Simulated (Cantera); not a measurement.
Input (Python, Cantera):

```python
import numpy as np
import cantera as ct

gas = ct.Solution("gri30.yaml")
gas.TPX = 1248, 500000, {'CH4': 1, 'CO2': 3.3}
reactor = ct.IdealGasConstPressureReactor(gas, energy="off", clone=False)
net = ct.ReactorNet([reactor])
net.rtol, net.atol = 1e-08, 1e-18
show = ['CH4', 'CO2', 'C2H4', 'HO2', 'O', 'O2']
times = np.geomspace(0.0004, 300, 11)

steps = ct.SolutionArray(gas, extra=["t"])
rows = []
print(f"{'t/s':>10s}{'T/K':>9s}{'P/Pa':>11s}" + "".join(f"{s:>11s}" for s in show))
for t in times:
    while net.time < t:
        t_next = net.step()
        steps.append(gas.state, t=t_next)
    rows.append([np.interp(t, steps.t, y) for y in (steps.T, steps.P, *steps(*show).X.T)])
    print(f"{t:10.3e}{rows[-1][0]:9.1f}{rows[-1][1]:11.4g}" + "".join(f"{x:11.3e}" for x in rows[-1][2:]))
rate = np.gradient(steps.T, steps.t)
print("integrator steps:", len(steps.t))
if steps.T.max() > steps.T[0] + 200:
    print(f"time of steepest temperature rise: {steps.t[rate.argmax()]:.4e} s")
gas.TPX = 1248, 500000, {'CH4': 1, 'CO2': 3.3}
gas.equilibrate("TP")
print(f"equilibrium (TP): T = {gas.T:.1f} K  " + "  ".join(f"{s} {gas[s].X[0]:.3e}" for s in show))
```

Result:

```
       t/s      T/K       P/Pa        CH4        CO2       C2H4        HO2          O         O2
 4.000e-04   1248.0      5e+05  2.326e-01  7.674e-01  2.279e-10  4.514e-21  9.043e-18  3.344e-21
 1.547e-03   1248.0      5e+05  2.326e-01  7.674e-01  7.922e-09  4.292e-21  9.095e-18  1.410e-20
 5.985e-03   1248.0      5e+05  2.326e-01  7.674e-01  7.506e-08  4.335e-21  9.109e-18  5.565e-20
 2.315e-02   1248.0      5e+05  2.325e-01  7.674e-01  4.947e-07  4.632e-21  9.120e-18  2.210e-19
 8.955e-02   1248.0      5e+05  2.325e-01  7.674e-01  4.589e-06  6.024e-21  9.174e-18  9.415e-19
 3.464e-01   1248.0      5e+05  2.321e-01  7.674e-01  5.799e-05  1.384e-20  9.518e-18  5.392e-18
 1.340e+00   1248.0      5e+05  2.308e-01  7.668e-01  4.785e-04  5.747e-20  1.151e-17  5.601e-17
 5.183e+00   1248.0      5e+05  2.254e-01  7.627e-01  1.378e-03  2.592e-19  1.923e-17  5.347e-16
 2.005e+01   1248.0      5e+05  2.065e-01  7.389e-01  3.721e-03  8.304e-19  4.484e-17  1.320e-15
 7.756e+01   1248.0      5e+05  1.495e-01  6.451e-01  1.140e-02  1.492e-18  1.235e-16  1.262e-15
 3.000e+02   1248.0      5e+05  9.019e-02  5.238e-01  2.147e-02  2.033e-18  4.404e-16  6.651e-16
integrator steps: 1527
equilibrium (TP): T = 1248.0 K  CH4 7.867e-05  CO2 2.267e-01  C2H4 4.540e-10  HO2 1.582e-19  O 3.467e-16  O2 1.339e-16
```

Model: GRI-Mech 3.0 (53 species, 325 reactions), integrated in Cantera.
